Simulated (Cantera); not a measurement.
# Stirred combustor or abatement burner

A perfectly stirred reactor is fed with 6.93 % CH4, 12.6 % O2, 80.4 % N2, at 1.00 atm; it is adiabatic with a 800 K inlet, and is followed from long to short residence time, starting on the burning branch (τ in s: 0.03, 0.016, 0.0084, 0.0045, 0.0024, 0.0013, 0.00067, 0.00035, 0.00019, 0.0001, 5.3e-05, 2.8e-05).

Cantera simulation using GRI-Mech 3.0 (53 species, 325 reactions); the numbers are that mechanism's predictions, not measurements.

```
τ (s)    T (K)     x CH4     x O2    x HCN    x N2O      x H    x NO2    x CO
-------  -----  --------  -------  -------  -------  -------  -------  ------
0.030     2048   1.32e-5  0.00146  1.98e-6  4.80e-8  0.00147  1.54e-8  0.0185
0.016     2033   1.90e-5  0.00205  2.30e-6  5.35e-8  0.00190  1.57e-8  0.0192
0.0084    2014   2.84e-5  0.00283  2.59e-6  5.78e-8  0.00249  1.52e-8  0.0201
0.0045    1992   4.29e-5  0.00375  2.85e-6  6.04e-8  0.00321  1.40e-8  0.0211
0.0024    1965   6.69e-5  0.00486  3.12e-6  6.18e-8  0.00411  1.22e-8  0.0223
0.0013    1936  0.000107  0.00612  3.43e-6  6.25e-8  0.00510  1.02e-8  0.0237
0.00067   1901  0.000186  0.00776  3.96e-6  6.27e-8  0.00620  8.09e-9  0.0254
0.00035   1864  0.000343  0.00989  4.87e-6  6.25e-8  0.00704  6.30e-9  0.0277
0.00019   1822  0.000682   0.0131  6.51e-6  6.14e-8  0.00716  4.88e-9  0.0312
0.00010    800    0.0693    0.126   <1e-12   <1e-12   <1e-12   <1e-12  <1e-12
5.3e-5     800    0.0693    0.126   <1e-12   <1e-12   <1e-12   <1e-12  <1e-12
2.8e-5     800    0.0693    0.126   <1e-12   <1e-12   <1e-12   <1e-12  <1e-12
```
x: mole fraction; the columns are a selection and need not sum to one.
